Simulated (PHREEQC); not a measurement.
A PHREEQC input (ion-association model, phreeqc.dat):

```
SOLUTION 1
  temp 20
  units mg/L
  pH 6.17
  pe 10
  Na 0.0346
  K 0.114
  Ca 0.181
  Mg 0.019
  Cl 0.0295
  S(6) 0.13 as SO4
  Alkalinity 0.693 as HCO3
  O(0) 4.85e-05
END
USE solution 7
EQUILIBRIUM_PHASES 1
  Gypsum 0 0
  CO2(g) -2 10
END
```

It stops with these messages:

```
ERROR: Solution 7 not found.
```

The fault: USE names a solution that was never defined. The line should read `USE solution 1` where the input has `USE solution 7`. With the mend the run ends at pH 5.08 and ionic strength 2.99e-5 mol/kgw.
